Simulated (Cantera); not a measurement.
Input: 1 mol acetone, 0.6 mol H2O, 27 mol H2, 0.12 mol NH3, held at 0.0133 bar.

Cantera equilibrium calculation (NASA polynomials, part measured and part estimated; ideal gas, pure solids and liquids). Candidate condensed phases: C, C6H6, C7H8, C8H18, H2O; 136 gas species. The feed counts by its element totals alone. Equilibrium is a limit: real reactors are often held back by kinetics, nucleation or transport.

log p: log10 of the partial pressure in bar; n: condensed amount in mol.

| T (°C) | log p H2 | log p H | log p CH4 | log p H2O | log p CO | n C(graphite) |
|---|---|---|---|---|---|---|
| 277 | -1.95 | <-13 | -2.84 | -3.12 | -8.09 | 0 |
| 477 | -1.91 | -13.46 | -3.32 | -3.50 | -3.54 | 1.15 |
| 677 | -1.90 | -10.20 | -4.57 | -5.12 | -3.19 | 1.36 |
| 877 | -1.90 | ___ | ___ | ___ | -3.18 | 1.39 |
| 1077 | -1.90 | ___ | ___ | ___ | -3.18 | 1.40 |
| 1277 | -1.90 | -5.45 | -6.49 | -8.00 | -3.18 | 1.40 |
| 1477 | -1.90 | -4.58 | -6.84 | -8.52 | -3.18 | 1.39 |
| 1677 | -1.90 | -3.89 | -7.12 | -8.93 | -3.18 | 1.35 |
| 1877 | -1.91 | -3.33 | -7.36 | -9.28 | -3.19 | 1.25 |
| 2077 | -1.95 | -2.88 | -7.61 | -9.59 | -3.20 | 1.03 |
| 2277 | -2.02 | -2.52 | -7.90 | -9.92 | -3.23 | 0.594 |

**Question.** What belongs in the gaps?

**Answer.** 
- 1077, log p H: -6.57
- 1077, log p CH4: -6.04
- 1077, log p H2O: -7.32
- 877, log p H: -8.08
- 877, log p CH4: -5.43
- 877, log p H2O: -6.41
